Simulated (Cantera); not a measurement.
Cantera with NASA thermochemical tables; ideal gases at 1 bar, condensed phases pure. Values are per mole of reaction as written; species without (g) are pure solids or liquids, kept so even where they would boil at 1 bar. VN: taken at fixed stoichiometry.

Q: Between 300 and 1625 K, where is each reaction favourable under standard conditions?
- 6 N2O(g) + V2O4 → 10 NO(g) + 2 VN

A: 
- 6 N2O(g) + V2O4 → 10 NO(g) + 2 VN: ΔG° is 1188 kJ at 300 K and 246 kJ at 1625 K; it stays positive (K < 1). ΔH° is 1358 kJ and ΔS° 684 J/K at 1625 K.
